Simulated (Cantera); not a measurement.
## Dilute partial oxidation

A perfectly stirred reactor is fed with 0.826 % CH4, 0.865 % O2, 98.3 % N2, equivalence ratio 1.9, at 58000 Pa; it is held at 1525 K, and followed from long to short residence time.

Model: GRI-Mech 3.0 (53 species, 325 reactions), integrated in Cantera.

| τ (s) | x CH4 | x O2 | x CH2 | x H2O | x CH3 | x CH2O |
|---|---|---|---|---|---|---|
| 0.47 | 0.000859 | 0.000341 | 1.06e-7 | 0.00881 | 3.85e-5 | 1.52e-6 |
| 0.14 | 0.000974 | 0.000674 | 2.31e-7 | 0.00856 | 6.08e-5 | 3.48e-6 |
| 0.042 | 0.00127 | 0.00136 | 4.29e-7 | 0.00788 | 9.61e-5 | 8.38e-6 |
| 0.013 | 0.00223 | 0.00312 | 5.20e-7 | 0.00602 | 0.000152 | 2.28e-5 |
| 0.0039 | 0.00815 | 0.00861 | 1.34e-9 | 5.03e-5 | 3.66e-5 | 2.04e-5 |
| 0.0012 | 0.00825 | 0.00865 | 6.42e-11 | 3.41e-6 | 7.92e-6 | 1.70e-6 |
| 0.00035 | 0.00826 | 0.00865 | 6.79e-12 | 4.86e-7 | 2.04e-6 | 1.29e-7 |
| 0.00011 | 0.00826 | 0.00865 | 1.16e-12 | 1.04e-7 | 5.90e-7 | 1.14e-8 |
x: mole fraction; the columns are a selection and need not sum to one.
